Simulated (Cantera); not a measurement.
Input: 1 mol Si, 0.91 mol H₂O, 1.4 mol O₂, at 575 °C and 2700 Pa.

Method: chemical equilibrium by Gibbs-energy minimisation in Cantera with the NASA 1993 tables (ideal gas, pure condensed phases). Candidate condensed phases: H₂O, Si, SiO₂; 18 gas species. The numbers say what is thermodynamically allowed, not how fast it happens.

Base state: H₂O 0.695, O₂ 0.305 (mole fractions); condensed: SiO₂(β-quartz).

Problem. What changes in the equilibrium state with this change: Si replaced by TiO₂?

Solution. 
| species | before | after |
|---|---|---|
| O₂ | 0.305 | 0.606 |
| H₂O | 0.695 | 0.394 |
| SiO₂(β-quartz), mol | 1.00 | 0 |
| TiO₂(rutile), mol | 0 | 1.00 |
Gases not in the tables: TiO(OH)₂. Further candidate phases: Ti, TiO, TiO₂, Ti₂O₃, Ti₃O₅, Ti₄O₇.
